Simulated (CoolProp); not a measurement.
Values from CoolProp's reference Helmholtz-energy equation of state, Lemmon 2006. It is a short technical equation, of lower accuracy than the large ones.

**Question.** Give the vapour pressure (kPa), vapour density (kg/m³), enthalpy of vaporisation (kJ/kg), surface tension (mN/m) of saturated isopentane at 45.15, 64.35, 102.75 °C.

**Answer.** 
```tsv
T (°C)	p (kPa)	vapour density (kg/m³)	enthalpy of vaporisation (kJ/kg)	surface tension (mN/m)
45.15	178	5.18	329	12.3
64.35	307	8.73	312	10.3
102.75	766	21.6	271	6.56
```

Surface tension comes from a separate correlation (Mulero 2012).
